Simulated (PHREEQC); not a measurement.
Make-up at 25 °C: 0.0052 mol/kgw H3PO4 and 0.11 mol/kgw NaHSO4. Closed to the air; pH follows from the charge balance.

Model: ion-association model, wateq4f.dat, run in PHREEQC.

```
quantity                          before     after
-------------------------------  -------  --------
pH                                  1.41      2.15
ionic strength (mol/kgw)           0.193    0.0263
HSO4- (mol/kgw)                   0.0626   0.00327
SO4-2 (mol/kgw)                   0.0411   0.00751
NaSO4- (mol/kgw)                 0.00630  0.000221
SI of Mirabilite (Na2SO4:10H2O)    -3.04     -5.34
```

Q: What was changed between the two runs?
A) NaHSO4 from 0.11 to 0.22 mol/kgw
B) NaHSO4 from 0.11 to 0.165 mol/kgw
C) temperature from 25 to 60 °C
D) 0.19 mol/kgw KCl added
E) diluted 10-fold with water

A: E, diluted 10-fold with water

This is a speciation only: nothing precipitates in the calculation. H3PO4, which wateq4f.dat lacks, is added to it with the constant of phreeqc.dat.
